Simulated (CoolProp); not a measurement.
Aqueous ammonia as a coolant, at 6 °C, 1 atm.

Values from CoolProp's Melinder's fits for secondary coolants.

```csv
mass %,freezing point (°C),conductivity (W/(m K)),density (kg/m³),viscosity (mPa s),cp (kJ/(kg K))
5.8,-7.2,0.532,976.6,1.60,4.204
7.8,-10.1,[?],969.2,1.62,4.206
9.8,-13.3,0.508,962.0,1.65,4.209
11.8,-16.8,0.496,955.1,1.69,4.212
13.8,[?],0.485,948.5,1.74,4.214
15.7,-24.9,0.475,942.4,1.79,4.217
17.7,-29.8,0.465,936.2,1.84,4.220
19.7,-35.5,[?],930.1,1.87,4.224
21.7,-42.1,0.448,924.2,1.88,4.227
23.7,-49.8,0.441,918.3,1.87,4.232
25.7,-58.8,0.435,912.6,[?],4.237
```

Complete the blanks.


- 7.8, conductivity (W/(m K)): 0.520
- 13.8, freezing point (°C): -20.7
- 19.7, conductivity (W/(m K)): 0.456
- 25.7, viscosity (mPa s): 1.86
